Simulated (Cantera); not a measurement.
A freely propagating, adiabatic, planar premixed flame of CH₃OH : O₂ : N₂ : H₂O = 1 : 1 : 3.5 : 0.62 (molar parts), unburnt at 475 K and 4.93 atm; mixture-averaged transport, grid criteria slope 0.08 and curve 0.16, no radiation.

Detailed kinetics in Cantera: GRI-Mech 3.0 (53 species, 325 reactions). GRI-Mech 3.0 was tuned for natural gas; its chemistry of methanol as a main component is partial and can be far from experiment. Burning velocities carry a grid error of a few per cent, more on coarse grids.

Problem. Predict: laminar burning velocity; thermal thickness; peak x(OH); peak x(H₂O₂); peak x(HCO).

Solution. laminar burning velocity: 51.1 cm/s
thermal thickness: 0.0884 mm
peak x(OH): 0.00229
peak x(H₂O₂): 0.00126
peak x(HCO): 0.000137
